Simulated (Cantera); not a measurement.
Standard-state values (1 bar) from the NASA 1993 polynomials, evaluated with Cantera. Values are per mole of reaction as written; species without (g) are pure solids or liquids, kept so even where they would boil at 1 bar. The tables' values for C2F4 are old estimates.

Task: Between 300 and 2650 K, where is each reaction favourable under standard conditions?
- Cu + F2(g) = CuF2(g)
- C + F2(g) = 0.5 C2F4(g)
- H2(g) + F2(g) = 2 HF(g)

Result: 
- Cu + F2(g) = CuF2(g): ΔG° is -276 kJ at 300 K and -307 kJ at 2650 K; it stays negative (K > 1). ΔH° is -305 kJ and ΔS° 1 J/K at 2650 K.
- C + F2(g) = 0.5 C2F4(g): ΔG° is -312 kJ at 300 K and -179 kJ at 2650 K; it stays negative (K > 1). ΔH° is -327 kJ and ΔS° -56 J/K at 2650 K.
- H2(g) + F2(g) = 2 HF(g): ΔG° is -549 kJ at 300 K and -564 kJ at 2650 K; it stays negative (K > 1). ΔH° is -558 kJ and ΔS° 2 J/K at 2650 K.
